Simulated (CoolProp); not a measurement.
Properties of CHF3 (R23) along the isobar 101 kPa (Tc = 299.3 K, pc = 4832 kPa, ω = 0.263).

Values from CoolProp's reference Helmholtz-energy equation of state, Penoncello 2003.

| T (K) | phase | density (kg/m³) | isothermal compressibility (1/MPa) |
|---|---|---|---|
| 192.1 | gas | 4.619 | 10.36 |
| 199.8 | gas | 4.409 | 10.27 |
| 207.4 | gas | 4.225 | 10.21 |
| 215.1 | gas | 4.056 | 10.17 |
| 222.7 | gas | 3.905 | 10.13 |
| 230.4 | gas | 3.764 | 10.10 |
| 238 | gas | 3.636 | 10.08 |
| 245.7 | gas | 3.515 | 10.06 |
| 253.3 | gas | 3.404 | 10.04 |
| 261 | gas | 3.299 | 10.03 |
| 268.7 | gas | 3.201 | 10.01 |
